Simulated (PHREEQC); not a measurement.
Make-up at 32 °C: 0.0029 mol/kgw Fe2(SO4)3. Closed to the air; pH follows from the charge balance.

The numbers come from PHREEQC with the ion-association model, phreeqc.dat.

This is a speciation only: nothing precipitates in the calculation.

Task: What pH, ionic strength does the model give?

Result: pH 2.88; ionic strength 0.0157 mol/kgw.

Task: In which forms is Fe present?

Result: FeSO4+ 63 %, FeOH+2 21 %, Fe(OH)2+ 4.6 %, Fe+3 4.6 %, Fe(SO4)2- 3.6 %, Fe2(OH)2+4 2.8 % of the Fe.

Examples of supersaturated solids here: Hematite (slow to form), Goethite (slow to form). Others may be too. Species that the database lacks are ignored.
